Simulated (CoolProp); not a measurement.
Computed with CoolProp (reference Helmholtz-energy equation of state, Lemmon 2006). It is a short technical equation, of lower accuracy than the large ones.

Problem. Give the vapour pressure (kPa), enthalpy of vaporisation (kJ/kg), surface tension (mN/m) of saturated n-decane at 225.15, 247.35, 269.55 °C.

Solution. 
| T (°C) | p (kPa) | enthalpy of vaporisation (kJ/kg) | surface tension (mN/m) |
|---|---|---|---|
| 225.15 | 317 | 240 | 6.57 |
| 247.35 | 481 | 221 | 5.04 |
| 269.55 | 703 | 199 | 3.61 |

Surface tension comes from a separate correlation (Mulero 2012).
